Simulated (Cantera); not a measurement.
An isothermal, constant-pressure homogeneous reactor starts with H2 : O2 : N2 = 1.5 : 1 : 0.71 (molar parts), equivalence ratio 0.75, at 1025 K and 0.410 bar.

Detailed kinetics in Cantera: GRI-Mech 3.0 (53 species, 325 reactions). The temperature is held fixed by assumption; the heat of reaction is taken as removed at once.

One state of this run: x H2 = 0.348; x O2 = 0.261; x HO2 = 0.000152; x OH = 0.00315; x O = 0.00528. x: mole fraction; the columns are a selection and need not sum to one.

Task: Which value of t (s) does it belong to?
A. 0.00825
B. 0.000178
C. 0.00316
D. 0.147

Result: B, 0.000178
